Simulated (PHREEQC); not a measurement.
Solution (20 °C): 5 mmol/kgw NaHSO4. Closed to the air; pH follows from the charge balance.

Equilibrium calculation in PHREEQC: ion-association model, wateq4f.dat.

Each row changes one thing in this solution. No solid was allowed to form.

| case | pH | ionic strength (mol/kgw) |
|---|---|---|
| as made | 2.43 | 0.0130 |
| NaHSO4 replaced by Na2SiF6 at the same molality | ___ | 0.0152 |
| NaHSO4 replaced by NaHS at the same molality | 9.39 | 0.00500 |
| NaHSO4 replaced by (NH4)2SO4 at the same molality | ___ | ___ |
| diluted 5-fold with water | 3.05 | 0.00287 |
| NaHSO4 from 0.005 to 0.0005 mol/kgw | 3.33 | 0.00146 |

Problem. Some entries are withheld; supply them.

Solution. 
- NaHSO4 replaced by Na2SiF6 at the same molality, pH: 3.19
- NaHSO4 replaced by (NH4)2SO4 at the same molality, pH: 5.81
- NaHSO4 replaced by (NH4)2SO4 at the same molality, ionic strength (mol/kgw): 0.0143

Complexes and solids missing from the database can't appear. Some of these states are supersaturated (in Quartz (slow to form), Chalcedony (slow to form), for instance). SiF6-2 is the database's only silicon fluoride. The polysulfide entries of wateq4f.dat were taken out for this run.
